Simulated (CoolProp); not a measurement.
Vapour-liquid equilibrium of CH2F2 (R32) (1) + R125 (2) at 0.489 MPa; x and y are mole fractions of (1).

Values from CoolProp's multi-fluid Helmholtz-energy mixture model, Tillner-Roth 1997 and Lemmon 2005; pair parameters Lemmon 2004.

### Question
Give the bubble temperature and the first vapour's composition at x = 0.05, 0.45, 0.75. Is there an azeotrope?

### Answer
x = 0.05: -10.1 °C, y = 0.064; x = 0.45: -13.4 °C, y = 0.499; x = 0.75: -14.7 °C, y = 0.767. y crosses x between x = 0.85 and 0.95: the model has an azeotrope there.

Pair parameters are fitted to limited data, so mixtures are less certain than the pure fluids.
